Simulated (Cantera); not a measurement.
A Cantera script and its output.

```python
import numpy as np
import cantera as ct

gas = ct.Solution("gri30.yaml")
gas.TPX = 450, 100000, {'C3H8': 1, 'O2': 5.88, 'N2': 48.8}
inlet = ct.Reservoir(gas, clone=True)
gas.equilibrate("HP")  # start burning
reactor = ct.IdealGasConstPressureReactor(gas, energy="on", clone=False)
exhaust = ct.Reservoir(gas, clone=True)
tau = [0.15, 0.065, 0.028, 0.012, 0.005, 0.0021, 0.0009, 0.00038, 0.00016, 6.9e-05, 2.9e-05, 1.2e-05][0]
for a, b in ((inlet, reactor), (reactor, exhaust)):
    ct.MassFlowController(a, b, mdot=lambda t: reactor.mass / tau)
net = ct.ReactorNet([reactor])
show = ['C3H8', 'O2', 'CH2', 'H2O', 'CO', 'CH2O']

rows = []
print(f"{'tau/s':>10s}{'T/K':>9s}" + "".join(f"{s:>11s}" for s in show))
for tau in [0.15, 0.065, 0.028, 0.012, 0.005, 0.0021, 0.0009, 0.00038, 0.00016, 6.9e-05, 2.9e-05, 1.2e-05]:
    net.initial_time = 0.0
    net.advance(30 * tau)
    before = gas.X
    net.advance(40 * tau)
    drift = np.max(np.abs(gas.X - before) / (gas.X + 1e-9))
    rows.append([gas.T, *gas[show].X, drift])
    print(f"{tau:10.3e}{gas.T:9.1f}" + "".join(f"{x:11.3e}" for x in gas[show].X))
```

Output:

```
     tau/s      T/K       C3H8         O2        CH2        H2O         CO       CH2O
 1.500e-01   1496.6  1.915e-06  1.584e-02  5.335e-08  7.006e-02  6.411e-04  1.021e-06
 6.500e-02   1490.7  3.162e-06  1.610e-02  1.069e-07  6.980e-02  1.086e-03  1.805e-06
 2.800e-02   1481.0  5.199e-06  1.655e-02  2.056e-07  6.940e-02  1.823e-03  3.186e-06
 1.200e-02   1465.7  8.698e-06  1.731e-02  3.758e-07  6.881e-02  3.030e-03  5.665e-06
 5.000e-03   1440.5  1.574e-05  1.865e-02  6.697e-07  6.796e-02  5.130e-03  1.066e-05
 2.100e-03   1397.6  3.392e-05  2.128e-02  1.209e-06  6.676e-02  9.113e-03  2.275e-05
 9.000e-04    450.0  1.796e-02  1.056e-01  2.733e-34  9.837e-17  2.397e-17  6.268e-19
 3.800e-04    450.0  1.796e-02  1.056e-01 -6.300e-36  5.985e-19  1.459e-19  3.814e-21
 1.600e-04    450.0  1.796e-02  1.056e-01  3.346e-37  3.781e-20  9.214e-21  2.409e-22
 6.900e-05    450.0  1.796e-02  1.056e-01 -8.164e-38  2.388e-21  5.820e-22  1.522e-23
 2.900e-05    450.0  1.796e-02  1.056e-01 -1.460e-38  1.508e-22  3.676e-23  9.611e-25
 1.200e-05    450.0  1.796e-02  1.056e-01 -2.690e-39  9.528e-24  2.322e-24  6.071e-26
```

Computed with Cantera and GRI-Mech 3.0 (53 species, 325 reactions). GRI-Mech 3.0 was tuned for natural gas; its chemistry of propane as a main component is partial and can be far from experiment.
